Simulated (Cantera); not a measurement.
An isothermal, constant-pressure homogeneous reactor starts with 0.636 % H2, 99.4 % O2, at 1125 K and 550 Pa.

Model: GRI-Mech 3.0 (53 species, 325 reactions), integrated in Cantera. Radical loss at walls, strong at low pressure, is not modelled.

One state of this run: x H2 = 1.01e-5; x O2 = 0.990; x HO2 = 2.64e-7; x OH = 0.000297; x H = 8.90e-5; x H2O = 0.00617; x H2O2 = 5.10e-9. x: mole fraction; the columns are a selection and need not sum to one.

Question: Which value of t (s) does it belong to?
(A) 0.00978
(B) 0.000508
(C) 0.000116
(D) 0.827

Answer: D, 0.827
